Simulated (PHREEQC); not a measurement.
Buffer: an equilibrium model

Make-up at 25 °C: 0.0011 mol KH2PO4 and 0.0071 mol K2HPO4 per kg of water. Closed to the air; pH follows from the charge balance.

All values are PHREEQC results (ion-association model, phreeqc.dat), not measurements.

No solid was allowed to form.

Q: What pH, ionic strength, specific conductance does the model give?

A: pH 7.83; ionic strength 0.0222 mol/kgw; specific conductance 1640 µS/cm.

Q: In which forms is P present?

A: HPO4-2 85 %, H2PO4- 13 %, KHPO4- 1.4 % of the P.
